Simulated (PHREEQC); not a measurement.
Synthetic water in mmol/kgw, 25 °C, pH 6.39, pe 2.9:

```csv
constituent,mmol/kgw
Na,0.17
K,0.0039
Ca,0.0351
Mg,0.0174
Cl,0.0294
S(6),0.0466
Alkalinity (meq/kgw),0.152
B,0.000773
```

Valence states are taken as typed.

Model: ion-association model, phreeqc.dat, run in PHREEQC.

```
Item                             Value
--------------------  ----------------
ionic strength        0.000374 mol/kgw
charge-balance error             0.8 %
```

```tsv
species	molality	activity	log γ
Na+	0.000170	0.000166	-0.010
HCO3-	0.000152	0.000149	-0.010
CO2	0.000136	0.000136	0.000
SO4-2	4.62e-5	4.23e-5	-0.038
Ca+2	3.48e-5	3.19e-5	-0.038
Cl-	2.94e-5	2.88e-5	-0.010
Mg+2	1.72e-5	1.58e-5	-0.038
K+	3.90e-6	3.81e-6	-0.010
H3BO3	7.72e-7	7.72e-7	0.000
H+	4.16e-7	4.07e-7	-0.009
CaSO4	2.39e-7	2.39e-7	0.000
MgSO4	1.56e-7	1.56e-7	0.000
CaHCO3+	6.19e-8	6.06e-8	-0.010
NaSO4-	3.60e-8	3.52e-8	-0.010
```

This is a speciation only: nothing precipitates in the calculation.
